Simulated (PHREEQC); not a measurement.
PHREEQC input (ion-association model, wateq4f.dat):

```
SOLUTION_SPECIES
  2 NO3- + 12 H+ + 10 e- = N2 + 6 H2O  # shut off: nitrate stays nitrate
    -log_k -100
    -delta_h 0
    -analytic -100
SOLUTION 1
  temp 23
  units mol/kgw
  pH 7 charge
  Cl 0.006
  S(6) 0.01
  Li 0.02
SOLUTION 2
  temp 23
  units mol/kgw
  pH 7 charge
  N(5) 0.0068
  Cu(2) 0.0034
  B 7.9e-05
  F 0.000316
  Cl 0.045
  K 0.045
END
SELECTED_OUTPUT 1
  -reset false
  -pH true
  -pe true
  -ionic_strength true
  -water true
  -totals B Cl Cu F K Li N S Cu(1) Cu(2)
    N(5) N(3) N(0) N(-3) S(-2) S(6)
  -molalities H+ H3BO3 Cl- Cu+2 F- K+ Li+ NO3- SO4-2 H2BO3-
    NH3 KSO4- HSO4- H2S HS- S-2 O2 LiSO4- NH4+ NH4SO4-
    OH- BF(OH)3- BF2(OH)2- BF3OH- BF4- HF HF2- CuCl2- CuCl3-2 Cu+
    CuCl+ CuCl2 CuCl3- CuCl4-2 CuF+ CuOH+ Cu(OH)2 Cu(OH)3- Cu(OH)4-2 Cu2(OH)2+2
    CuSO4 Cu(HS)3- NO2- H2F2
  -equilibrium_phases Cu(OH)2 Brochantite Antlerite Atacamite Cu2(OH)3NO3 Chalcanthite CuF2:2H2O
PRINT
  -reset false
MIX 1
  1 1
  2 0
EQUILIBRIUM_PHASES 1
  Cu(OH)2 0 0
  Brochantite 0 0
  Antlerite 0 0
  Atacamite 0 0
  Cu2(OH)3NO3 0 0
  Chalcanthite 0 0
  CuF2:2H2O 0 0
  O2(g) -0.68 10
END
# ... the last block is repeated for the other 20 points of share of solution B
```

Selected output (columns that matter, 14 of 21 rows; share of solution B added in front):

```
share of solution B	pH	mu	B	Cl	Cu	F	K	Li	N	S	m_H+	m_H3BO3	m_Cl-	m_Cu+2
0	2.4265	0.031873	0	0.006	0	0	0	0.02	0	0.01	0.0042944	0	0.006	0
0.1	2.4583	0.033952	7.9e-06	0.0099	0.00034	3.16e-05	0.0045	0.018	0.00068	0.009	0.0040027	7.8999e-06	0.0098969	0.00024275
0.15	2.4761	0.035015	1.185e-05	0.01185	0.00051	4.74e-05	0.00675	0.017	0.00102	0.0085	0.0038473	1.185e-05	0.011844	0.00037085
0.25	2.5163	0.037183	1.975e-05	0.01575	0.00085	7.9e-05	0.01125	0.015	0.0017	0.0075	0.0035171	1.9749e-05	0.015737	0.00064049
0.3	2.539	0.038289	2.37e-05	0.0177	0.00102	9.48e-05	0.0135	0.014	0.00204	0.007	0.0033421	2.3699e-05	0.017682	0.00078201
0.4	2.5911	0.040539	3.16e-05	0.0216	0.00136	0.0001264	0.018	0.012	0.00272	0.006	0.0029722	3.1597e-05	0.021571	0.0010784
0.45	2.6211	0.041683	3.555e-05	0.02355	0.00153	0.0001422	0.02025	0.011	0.00306	0.0055	0.0027772	3.5545e-05	0.023514	0.0012333
0.55	2.6917	0.04401	4.345e-05	0.02745	0.00187	0.0001738	0.02475	0.009	0.00374	0.0045	0.0023669	4.344e-05	0.027397	0.0015562
0.6	2.7336	0.045191	4.74e-05	0.0294	0.00204	0.0001896	0.027	0.008	0.00408	0.004	0.0021517	4.7386e-05	0.029338	0.0017243
0.7	2.8365	0.047589	5.53e-05	0.0333	0.00238	0.0002212	0.0315	0.006	0.00476	0.003	0.0017021	5.5277e-05	0.033216	0.0020737
0.75	2.9011	0.048805	5.925e-05	0.03525	0.00255	0.000237	0.03375	0.005	0.0051	0.0025	0.0014683	5.922e-05	0.035154	0.0022549
0.85	3.0751	0.051277	6.715e-05	0.03915	0.00289	0.0002686	0.03825	0.003	0.00578	0.0015	0.0009861	6.7106e-05	0.039027	0.0026304
0.9	3.2	0.052534	7.11e-05	0.0411	0.00306	0.0002844	0.0405	0.002	0.00612	0.001	0.00074048	7.1049e-05	0.040962	0.0028246
1	3.665	0.055102	7.9e-05	0.045	0.0034	0.000316	0.045	0	0.0068	0	0.00025437	7.8954e-05	0.044829	0.0032252
```

Complexes and solids missing from the database can't appear. Real BF4- forms and hydrolyses slowly; the run takes it at equilibrium.
